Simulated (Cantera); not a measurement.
Charge: 1 mol Fe2O3, 3 mol HCl, equilibrated at 13300 Pa.

These are equilibrium values from Cantera (NASA tables, ideal gas, pure condensed phases), not measurements of a reactor. Candidate condensed phases: Fe, FeCl2, FeCl3, FeO, Fe(OH)2, Fe(OH)3, Fe2O3, Fe3O4, H2O; 22 gas species. Equilibrium is a limit: real reactors are often held back by kinetics, nucleation or transport. All values below are at 1425 K.

Base state: HCl 0.740, H2O 0.124, FeCl2 0.0878, O2 0.0158, FeCl3 0.0156, Cl 0.00850, Cl2 0.00816, Fe2Cl4 7.30e-5 (mole fractions); condensed: Fe2O3(s).

Q: What changes in the equilibrium state with this change: pressure from 13300 Pa to 29000 Pa?

A: 
| species | before | after |
|---|---|---|
| HCl | 0.740 | 0.745 |
| H2O | 0.124 | 0.125 |
| FeCl2 | 0.0878 | 0.0768 |
| FeCl3 | 0.0156 | 0.0229 |
| Cl2 | 0.00816 | 0.0106 |
| O2 | 0.0158 | 0.0123 |
| Fe2Cl4 | 7.30e-5 | 0.000122 |
| HOCl | 1.00e-5 | 1.31e-5 |
| Cl | 0.00850 | 0.00657 |
| Fe2O3(s), mol | 0.843 | 0.849 |
